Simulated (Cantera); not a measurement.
Equilibrium for tantalum, niobium, vanadium and zirconium in process gases: Ta(OEt)5 + H2O

A closed system holds: 1 mol Ta(OEt)5, a varied amount of H2O, at 37.0 Pa.

Method: chemical equilibrium by Gibbs-energy minimisation in Cantera with the NASA 1993 tables (ideal gas, pure condensed phases). Candidate condensed phases: C, C6H6, C7H8, C8H18, H2O, Ta, TaC, Ta2O5; 113 gas species. The feed counts by its element totals alone. Mutual solubility and eutectic melting of coexisting phases are not modelled. TaC: taken at fixed stoichiometry. Condensed phases not in the tables: Ta2C, N, O or C dissolved in the metal. Kinetics and transport are ignored.

Stable condensed phases:

```
T in °C \ n(H2O) in mol
         1.5 2.3 3.5 5.3 8.1  12  19  29
   1875    A   A   A   B   C   C   C   C
   1775    A   A   A   B   C   C   C   C
   1675    A   A   A   D   C   C   C   C
   1575    A   A   A   D   C   C   C   C
   1475    A   A   A   E   C   C   C   C
   1375    A   A   A   E   C   C   C   C
   1275    A   A   A   E   C   C   C   C
   1175    A   A   A   E   C   C   C   C
   1075    A   A   A   E   C   C   C   C
```

A: C + TaC; B: Ta; C: Ta2O5; D: Ta + Ta2O5; E: TaC + Ta2O5.
